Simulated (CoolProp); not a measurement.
Vapour-liquid equilibrium of n-hexane (1) + ethylbenzene (2) at 416.5 K; x and y are mole fractions of (1).

The numbers come from the multi-fluid Helmholtz-energy mixture model, Thol 2019 and Zhou 2012; pair parameters Bell 2016 in CoolProp.

| x | bubble pressure, mixture model (kPa) | bubble pressure, Raoult's law (kPa) | y, mixture model | y, Raoult's law |
|---|---|---|---|---|
| 0.05 | 155.9 | 149.3 | 0.242 | 0.221 |
| 0.15 | 218.2 | 203.1 | 0.500 | 0.488 |
| 0.25 | 275.5 | 256.8 | 0.638 | 0.643 |
| 0.35 | 329.1 | 310.6 | 0.726 | 0.744 |
| 0.45 | 380.1 | 364.4 | 0.790 | 0.815 |
| 0.55 | 429.6 | 418.2 | 0.839 | 0.868 |
| 0.65 | 478.6 | 471.9 | 0.881 | 0.909 |
| 0.75 | 528.0 | 525.7 | 0.918 | 0.942 |
| 0.85 | 578.9 | 579.5 | 0.952 | 0.968 |
| 0.95 | 632.3 | 633.3 | 0.984 | 0.990 |

The largest gap from Raoult's law is +7.4 % in bubble pressure, at x = 0.15. No azeotrope shows between x = 0.05 and 0.95.

The pair parameters rest on a limited set of measurements; away from them the model extrapolates.
